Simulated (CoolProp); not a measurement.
Vapour-liquid equilibrium of methanol (1) + hexamethyldisiloxane (MM) (2) at 0.159 MPa; x and y are mole fractions of (1).

The numbers come from the multi-fluid Helmholtz-energy mixture model, de Reuck 1993 and Thol 2016; pair parameters Bell 2016 in CoolProp.

| x | bubble temperature (°C) | y at the bubble point | dew temperature at overall composition x (°C) | liquid density (mol/L) |
|---|---|---|---|---|
| 0.05 | 107.8 | 0.234 | 115.0 | 4.299 |
| 0.15 | 95.1 | 0.507 | ? | ? |
| 0.25 | 87.4 | 0.643 | 107.1 | 5.507 |
| 0.35 | 82.8 | 0.717 | 102.8 | 6.262 |
| 0.45 | 80.2 | 0.759 | 98.0 | 7.187 |
| 0.55 | 78.8 | 0.787 | ? | 8.363 |
| 0.65 | 77.8 | 0.810 | 87.0 | 9.911 |
| 0.75 | 77.1 | 0.836 | 80.8 | 12.03 |
| 0.85 | 76.6 | 0.877 | 76.9 | 15.06 |
| 0.95 | 76.3 | 0.950 | 76.3 | 19.67 |

### Question
Fill in the missing entries.

### Answer

- 0.15, dew temperature at overall composition x (°C): 111.2
- 0.15, liquid density (mol/L): 4.867
- 0.55, dew temperature at overall composition x (°C): 92.8

No azeotrope shows between x = 0.05 and 0.95.

Pair parameters are fitted to limited data, so mixtures are less certain than the pure fluids.
